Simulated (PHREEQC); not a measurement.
A solution holds 0.068 mol/kgw (CH3)4NF, 0.00086 mol/kgw NH4HCO3 and 0.31 mol/kgw NH4Cl, at 25 °C. Closed to the air; pH follows from the charge balance.

Equilibrium calculation in PHREEQC: ion-association model, phreeqc.dat.

This is a speciation only: nothing precipitates in the calculation.

Task: Predict the pH.

Result: pH 6.48.

Task: In which forms is C present?

Result: HCO3- 67 %, CO2 33 % of the C.

(CH3)4N+ isn't in the database: it is added as a free cation with an ion size of 4 Å.
